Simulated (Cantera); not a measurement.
Source: NASA polynomial tables (part measured, part estimated), evaluated in Cantera. Values are per mole of reaction as written; species without (g) are pure solids or liquids, kept so even where they would boil at 1 bar.

Between 300 and 1100 K, where is each reaction favourable under standard conditions?
- TaO₂(g) + 4 N(g) → 2 N₂O(g) + Ta


- TaO₂(g) + 4 N(g) → 2 N₂O(g) + Ta: ΔG° is -1403 kJ at 300 K and -1064 kJ at 1100 K; it stays negative (K > 1). ΔH° is -1534 kJ and ΔS° -428 J/K at 1100 K.
